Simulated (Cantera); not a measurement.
Cantera with NASA thermochemical tables; ideal gases at 1 bar, condensed phases pure. Values are per mole of reaction as written; species without (g) are pure solids or liquids, kept so even where they would boil at 1 bar.

6 O(g) + 2 BN → 2 NO2(g) + B2O2(g), with ΔH° = -1380.9 kJ and ΔS° = -273.2 J/K at 300 K.

Question: How far is the shortcut ΔG° ≈ ΔH°(300 K) − T·ΔS°(300 K) from the full temperature-dependent value at 2148, 2198, 2248, 2298, 2348, 2398, 2448, 2498 K?

Answer: 
| T (K) | shortcut (kJ) | full (kJ) | difference (kJ) | difference in log10 K |
|---|---|---|---|---|
| 2148 | -794.1 | -713.5 | -80.6 | 1.96 |
| 2198 | -780.4 | -696.7 | -83.7 | 1.99 |
| 2248 | -766.7 | -679.8 | -86.9 | 2.02 |
| 2298 | -753.1 | -663.0 | -90.1 | 2.05 |
| 2348 | -739.4 | -646.1 | -93.3 | 2.08 |
| 2398 | -725.8 | -629.2 | -96.5 | 2.10 |
| 2448 | -712.1 | -612.3 | -99.8 | 2.13 |
| 2498 | -698.4 | -595.3 | -103.1 | 2.16 |
The shortcut ignores the heat-capacity change of the reaction.
